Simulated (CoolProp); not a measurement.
A simple Rankine cycle with n-octane: condensing at 309.15 K, boiler at 0.0516 MPa, turbine inlet 526.2 K, turbine efficiency 0.6, pump efficiency 0.6, no recuperator. Each further row changes one setting.

Values from CoolProp's reference Helmholtz-energy equation of state, Beckmüller 2019.

| case | thermal efficiency (%) | net work (kJ/kg) | heat in (kJ/kg) | turbine exit temperature (K) | volume ratio over the turbine |
|---|---|---|---|---|---|
| as stated | 7.2 | 59.8 | 826 | 502.3 | 14.7 |
| turbine inlet 546.2 K | 7.1 | 62.2 | 879 | 522.1 | 14.7 |
| condensing temperature 301.15 K | 8.2 | 68.8 | 844 | 498.7 | 22.3 |
| boiler pressure 0.0361 MPa | 6.3 | 52.3 | 827 | 505.5 | 10.3 |
| turbine efficiency 0.5 | 6.0 | 49.8 | 826 | 506.3 | 14.8 |
